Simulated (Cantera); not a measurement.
A perfectly stirred reactor is fed with H₂ : O₂ : N₂ = 0.72 : 1 : 12 (molar parts), equivalence ratio 0.36, at 16000 Pa; it is held at 1375 K, and followed from long to short residence time.

Computed with Cantera and GRI-Mech 3.0 (53 species, 325 reactions). The temperature is held fixed by assumption; the heat of reaction is taken as removed at once.

**Question.** Predict: x(H₂) at τ = 7.50 s; x(O₂) at τ = 7.50 s; x(O) at τ = 7.50 s; x(N₂O) at τ = 7.50 s; x(H₂O) at τ = 7.50 s; x(H₂) at τ = 54.0 ms; x(O₂) at τ = 54.0 ms; x(O) at τ = 54.0 ms; x(N₂O) at τ = 54.0 ms; x(H₂O) at τ = 54.0 ms.

**Answer.** 
```json
{
 "x(H₂) at τ = 7.50 s": "3.32e-5",
 "x(O₂) at τ = 7.50 s": "0.0478",
 "x(O) at τ = 7.50 s": "4.86e-5",
 "x(N₂O) at τ = 7.50 s": "1.88e-7",
 "x(H₂O) at τ = 7.50 s": "0.0537",
 "x(H₂) at τ = 54.0 ms": "0.000817",
 "x(O₂) at τ = 54.0 ms": "0.0475",
 "x(O) at τ = 54.0 ms": "0.00126",
 "x(N₂O) at τ = 54.0 ms": "6.47e-8",
 "x(H₂O) at τ = 54.0 ms": "0.0520"
}
```
